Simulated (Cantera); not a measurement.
What does this Cantera script print?

```python
import numpy as np
import cantera as ct

gas_names = """
    H HO2 H2 H2O H2O2 O OH O2 O3 V VO VO2
""".split()
cond_names = """
    H2O(s) H2O(L) V(cr) V(L) VO(s) VO(L) V2O3(s) V2O3(L) V2O4(I) V2O4(II) V2O4(L) V2O5(s) V2O5(L)
""".split()


# ... load() reads the species with a 1 bar reference pressure and builds the phases ...
atoms = {
    'V2O5': {'V': 2, 'O': 5},
    'H2': {'H': 2},
}
top_T = {}  # K; cautious upper limits of use, not melting points


# ... equilibrate(T, P, feed) seeds the gas with the atoms and calls Mixture.equilibrate('TP', solver="vcs", rtol=1e-11, max_steps=5000) ...
results = []
feed = {'V2O5': 1, 'H2': 1.1}  # mol
P = 140  # Pa
for T in [1200, 1250, 1300, 1350, 1400, 1450, 1500, 1550, 1600, 1650, 1700, 1750, 1800, 1850]:
    mix = equilibrate(T, P, feed)
    results.append((T, P, feed, dict(zip(mix.species_names, mix.species_moles))))

top = {s: max(r[3][s] / sum(r[3][g] for g in gas_names) for r in results) for s in gas_names}
cols = sorted((s for s in top if top[s] > 0.0001), key=lambda s: -top[s])[:5]
seen = [c for c in cond_names if any(r[3].get(c, 0) > 1e-12 for r in results)]
print("log10 of partial pressures in bar; condensed amounts in mol")
print(f"{'T/K':>10s}" + "".join(f"{s[:9]:>10s}" for s in cols + seen))
for T, P, feed, n in results:
    ng = sum(n[g] for g in gas_names)
    print(f"{T:10.4g}" + "".join(f"{np.log10(max(n[s] / ng * P / 1e5, 1e-99)):10.3f}" for s in cols)
          + "".join(f"{n.get(c, 0):10.4g}" for c in seen))
```

Output:

```
log10 of partial pressures in bar; condensed amounts in mol
       T/K       H2O       VO2        O2        H2        OH   V2O3(s)  V2O4(II)   V2O4(L)
      1200    -2.855   -10.962   -10.164    -5.669    -8.823   0.09832    0.9017         0
      1250    -2.855   -10.169    -9.484    -5.575    -8.369   0.09791    0.9021         0
      1300    -2.855    -9.439    -8.856    -5.488    -7.951   0.09745    0.9025         0
      1350    -2.855    -8.765    -8.276    -5.407    -7.564   0.09694    0.9031         0
      1400    -2.855    -8.142    -7.737    -5.332    -7.204   0.09639    0.9036         0
      1450    -2.856    -7.563    -7.235    -5.262    -6.869   0.09583    0.9042         0
      1500    -2.856    -7.024    -6.767    -5.196    -6.557   0.09535    0.9046         0
      1550    -2.857    -6.522    -6.329    -5.134    -6.265   0.09514    0.9047         0
      1600    -2.858    -6.053    -5.919    -5.076    -5.991   0.09565     0.904         0
      1650    -2.859    -5.613    -5.533    -5.023    -5.734   0.09779    0.9013         0
      1700    -2.862    -5.201    -5.170    -4.974    -5.494    0.1035     0.894         0
      1750    -2.869    -4.814    -4.827    -4.932    -5.268    0.1166    0.8772         0
      1800    -2.883    -4.450    -4.504    -4.900    -5.059    0.1452    0.8401         0
      1850    -2.904    -4.135    -4.312    -4.820    -4.894    0.1771         0    0.7912
```

These are equilibrium values from Cantera (NASA tables, ideal gas, pure condensed phases), not measurements of a reactor. Mutual solubility and eutectic melting of coexisting phases are not modelled. Condensed phases not in the tables: the oxides between V2O3 and V2O5 other than VO2.
